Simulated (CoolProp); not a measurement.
A closed Brayton cycle with nitrogen: compressor inlet 314.15 K and 4 MPa, high pressure 10.7 MPa, turbine inlet 985 K, compressor efficiency 0.85, turbine efficiency 0.93, recuperator effectiveness 0 (on enthalpy, no pinch check). Each further row changes one setting.

The numbers come from the reference Helmholtz-energy equation of state, Span 2000 in CoolProp.

```csv
case,thermal efficiency (%),net work (kJ/kg),compressor to turbine work,compressor exit (K),turbine exit (K)
as stated,18.5,115,0.53,435.4,777.8
turbine inlet 935 K,18.3,102,0.55,435.4,736.6
compressor inlet 324.15 K,18.3,111,0.54,449.1,777.8
high pressure 9.09 MPa,15.9,103,0.50,412.9,809.2
recuperator effectiveness 0.5,26.5,115,0.53,435.4,777.8
```
